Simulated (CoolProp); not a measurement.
Saturation properties of decamethylcyclopentasiloxane (D5) (Tc = 345.1 °C, pc = 10.78 bar, ω = 0.631).

Computed with CoolProp (reference Helmholtz-energy equation of state, Thol 2019).

```tsv
T (°C)	p (bar)	liquid density (kg/m³)	vapour density (kg/m³)	enthalpy of vaporisation (kJ/kg)	liquid cp (kJ/(kg K))
103.85	0.02995	869.2	0.3566	146.0	1.812
122.95	0.06820	848.3	0.7774	139.6	1.842
142.05	0.1401	826.9	1.537	133.4	1.874
161.15	0.2641	804.9	2.808	127.1	1.907
180.25	0.4636	782.1	4.809	120.7	1.941
199.45	0.7679	758.1	7.834	114.1	1.977
218.55	1.206	732.9	12.21	107.2	2.015
237.65	1.814	705.7	18.42	99.89	2.055
```

It boils at 210.9 °C under 1 atm.
